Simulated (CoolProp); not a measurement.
Properties of toluene along the isotherm 620 K (Tc = 591.7 K, pc = 4.126 MPa, ω = 0.266).

Computed with CoolProp (reference Helmholtz-energy equation of state, Lemmon 2006). It is a short technical equation, of lower accuracy than the large ones.

```tsv
p (MPa)	phase	isothermal compressibility (1/MPa)	conductivity (mW/(m K))
0.159	gas	6.368	43.5
0.317	gas	3.235	43.5
0.476	gas	2.183	43.6
0.635	gas	1.660	43.6
0.794	gas	?	43.7
0.952	gas	1.140	43.7
1.11	gas	0.9934	43.8
1.27	gas	0.8829	?
1.43	gas	?	44.0
1.59	gas	0.7310	?
1.75	gas	0.6771	?
1.9	gas	0.6357	?
2.06	gas	0.5990	44.6
```

**Question.** Fill in the missing entries.

**Answer.** 
- 0.794, isothermal compressibility (1/MPa): 1.347
- 1.27, conductivity (mW/(m K)): 43.9
- 1.43, isothermal compressibility (1/MPa): 0.7979
- 1.59, conductivity (mW/(m K)): 44.1
- 1.75, conductivity (mW/(m K)): 44.2
- 1.9, conductivity (mW/(m K)): 44.4

Thermal conductivity comes from a separate model (Assael 2012).
